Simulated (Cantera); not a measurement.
Charge: 1 mol Si, 2 mol HCl, 38 mol H2, at 10.0 Torr.

Cantera equilibrium calculation (NASA polynomials, part measured and part estimated; ideal gas, pure solids and liquids). Candidate condensed phases: Si; 19 gas species. The numbers say what is thermodynamically allowed, not how fast it happens.

### Question
What share of the Si ends up in condensed phases as a function of T (K), at 900, 950, 1000, 1050, 1100, 1150, 1200, 1250, 1300?

### Answer
```json
[
 {"T (K)": "900", "Si condensed (%)": "53.7", "as": "Si(s)"},
 {"T (K)": "950", "Si condensed (%)": "58.0", "as": "Si(s)"},
 {"T (K)": "1000", "Si condensed (%)": "63.3", "as": "Si(s)"},
 {"T (K)": "1050", "Si condensed (%)": "69.0", "as": "Si(s)"},
 {"T (K)": "1100", "Si condensed (%)": "74.3", "as": "Si(s)"},
 {"T (K)": "1150", "Si condensed (%)": "78.1", "as": "Si(s)"},
 {"T (K)": "1200", "Si condensed (%)": "80.1", "as": "Si(s)"},
 {"T (K)": "1250", "Si condensed (%)": "80.7", "as": "Si(s)"},
 {"T (K)": "1300", "Si condensed (%)": "80.7", "as": "Si(s)"}
]
```
